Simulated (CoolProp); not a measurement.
Vapour-liquid equilibrium of hydrogen chloride (1) + propane (2) at -55.25 °C; x and y are mole fractions of (1).

The numbers come from the multi-fluid Helmholtz-energy mixture model, Thol 2018 and Lemmon 2009; pair parameters Bell 2016 in CoolProp.

### Question
Give the bubble pressure and the first vapour's composition at x = 0.25, 0.65, 0.95. Is there an azeotrope?

### Answer
x = 0.25: 2.611 bar, y = 0.821; x = 0.65: 3.672 bar, y = 0.902; x = 0.95: 4.173 bar, y = 0.973. No azeotrope shows between x = 0.05 and 0.95.

The pair parameters rest on a limited set of measurements; away from them the model extrapolates. With so large a gap from Raoult's law the liquid may split in two, which this calculation doesn't test in full.
